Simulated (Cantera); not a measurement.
What does this Cantera script print?

```python
import numpy as np
import cantera as ct

gas_names = """
    H H2 N NH NH2 NH3 N2 N2H2 N2H4 Si SiH SiH2 SiH3 SiH4 SiN Si2 Si2N Si3
""".split()
cond_names = """
    Si(cr) Si(L) Si3N4(a)
""".split()


def load(file, names, dense=False):
    # The tables refer to 1 bar. Condensed volumes are neglected.
    table = {s.name: s for s in ct.Species.list_from_file(file)}
    out = []
    for n in names:
        d = dict(table[n].input_data)
        d["thermo"] = dict(d["thermo"], **{"reference-pressure": 1e5})
        if dense:
            d["equation-of-state"] = {"model": "constant-volume", "density": "1e6 g/cm^3"}
        out.append(ct.Species.from_dict(d))
    return out


gas = ct.Solution(thermo="ideal-gas", species=load("nasa_gas.yaml", gas_names))
cond = {s.name: ct.Solution(thermo="fixed-stoichiometry", species=[s], name=s.name)
        for s in load("nasa_condensed.yaml", cond_names, dense=True)}
atoms = {
    'SiH4': {'Si': 1, 'H': 4},
    'N2': {'N': 2},
    'H2': {'H': 2},
}
top_T = {'Si3N4(a)': 2400}  # K; cautious upper limits of use, not melting points


def equilibrate(T, P, feed):
    n = {}
    for name, mol in feed.items():
        for a, k in atoms[name].items():
            n[a] = n.get(a, 0.0) + k * mol
    gas.TPX = T, P, n
    mass = sum(n.values()) * gas.mean_molecular_weight
    gas.equilibrate("TP")
    valid = [c for c in cond.values() if c.min_temp <= T <= top_T.get(c.name, c.max_temp)]
    mix = ct.Mixture([(gas, mass / gas.mean_molecular_weight)] + [(c, 0.0) for c in valid])
    mix.T, mix.P = T, P
    mix.equilibrate("TP", solver="vcs", rtol=1e-11, max_steps=5000)
    return mix


results = []
feed = {'SiH4': 1, 'N2': 9.3, 'H2': 7.4}  # mol
T = 1700  # K
for P in [5, 15, 45, 140, 410, 1200, 3700, 11000, 33000, 100000]:
    mix = equilibrate(T, P, feed)
    results.append((T, P, feed, dict(zip(mix.species_names, mix.species_moles))))
    x = sorted(zip(gas.X, gas.species_names), reverse=True)
    print(f"T = {T:g} K  P = {P:g} Pa  gas = {mix.phase_moles(0):.4g} mol")
    print("   x: " + "  ".join(f"{s} {v:.3e}" for v, s in x if v > 1e-05))
    print("   condensed (mol): " + ("  ".join(f"{mix.phase(i).name} {mix.phase_moles(i):.4g}"
          for i in range(1, mix.n_phases) if mix.phase_moles(i) > 1e-12) or "none"))
```

It prints:

```
T = 1700 K  P = 5 Pa  gas = 19.1 mol
   x: N2 4.868e-01  H2 4.848e-01  H 1.451e-02  Si 1.357e-02  SiH 1.034e-04  Si2N 7.321e-05  Si2 5.950e-05  SiN 4.055e-05  Si3 1.499e-05
   condensed (mol): Si(L) 0.732
T = 1700 K  P = 15 Pa  gas = 18.87 mol
   x: H2 4.940e-01  N2 4.929e-01  H 8.456e-03  Si 4.524e-03  SiH 6.025e-05  Si2N 4.253e-05  SiN 2.356e-05  Si2 1.983e-05
   condensed (mol): Si(L) 0.9103
T = 1700 K  P = 45 Pa  gas = 18.78 mol
   x: H2 4.982e-01  N2 4.953e-01  H 4.903e-03  Si 1.508e-03  SiH 3.494e-05  Si2N 2.462e-05  SiN 1.363e-05
   condensed (mol): Si(L) 0.9694
T = 1700 K  P = 140 Pa  gas = 18.74 mol
   x: H2 5.003e-01  N2 4.964e-01  H 2.785e-03  Si 4.847e-04  SiH 1.985e-05  Si2N 1.397e-05
   condensed (mol): Si(L) 0.9896
T = 1700 K  P = 410 Pa  gas = 18.05 mol
   x: H2 5.198e-01  N2 4.783e-01  H 1.659e-03  Si 1.421e-04  SiH 1.015e-05
   condensed (mol): Si3N4(a) 0.3323
T = 1700 K  P = 1200 Pa  gas = 18.04 mol
   x: H2 5.205e-01  N2 4.785e-01  H 9.704e-04  Si 2.372e-05
   condensed (mol): Si3N4(a) 0.3331
T = 1700 K  P = 3700 Pa  gas = 18.04 mol
   x: H2 5.208e-01  N2 4.786e-01  H 5.528e-04
   condensed (mol): Si3N4(a) 0.3333
T = 1700 K  P = 11000 Pa  gas = 18.04 mol
   x: H2 5.210e-01  N2 4.787e-01  H 3.207e-04
   condensed (mol): Si3N4(a) 0.3333
T = 1700 K  P = 33000 Pa  gas = 18.03 mol
   x: H2 5.211e-01  N2 4.787e-01  H 1.852e-04
   condensed (mol): Si3N4(a) 0.3333
T = 1700 K  P = 100000 Pa  gas = 18.03 mol
   x: H2 5.212e-01  N2 4.787e-01  H 1.064e-04
   condensed (mol): Si3N4(a) 0.3333
```

Equilibrium computed with Cantera from the NASA thermochemical tables; the gas is ideal and each condensed phase is pure. The tables' values for SiN are old estimates; treat these amounts as uncertain.
